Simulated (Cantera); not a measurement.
A freely propagating, adiabatic, planar premixed flame of CH4 : O2 : N2 = 1 : 1.43 : 6.14 (molar parts), equivalence ratio 1.4, unburnt at 425 K and 1.01 bar; mixture-averaged transport, grid criteria slope 0.08 and curve 0.16, no radiation.

Detailed kinetics in Cantera: GRI-Mech 3.0 (53 species, 325 reactions). Burning velocities carry a grid error of a few per cent, more on coarse grids.

Problem. How do the results move with these cheaper or finer settings: unity-Lewis-number transport; multicomponent transport; multicomponent+Soret transport; grid criteria slope 0.5, curve 1; grid criteria slope 0.25, curve 0.5; grid criteria slope 0.03, curve 0.06?

Solution. 
| setting | laminar burning velocity | thermal thickness | peak x(OH) | peak x(CO) | grid points |
|---|---|---|---|---|---|
| as above | 19.3 cm/s | 1.05 mm | 0.000447 | 0.0690 | 121 |
| unity-Lewis-number transport | 14.5 cm/s | 1.26 mm | 0.000618 | 0.0675 | 131 |
| multicomponent transport | 19.2 cm/s | 1.07 mm | 0.000443 | 0.0691 | 121 |
| multicomponent+Soret transport | 19.7 cm/s | 1.03 mm | 0.000502 | 0.0690 | 121 |
| grid criteria slope 0.5, curve 1 | 21.1 cm/s | 1.15 mm | 0.000462 | 0.0686 | 29 |
| grid criteria slope 0.25, curve 0.5 | 20.0 cm/s | 1.09 mm | 0.000448 | 0.0690 | 48 |
| grid criteria slope 0.03, curve 0.06 | 19.1 cm/s | 1.04 mm | 0.000457 | 0.0691 | 304 |
The base run took very roughly 8 core-seconds.
Unity Lewis numbers drop preferential diffusion, which matters most where H2 and H carry the flame; Soret adds thermal diffusion.
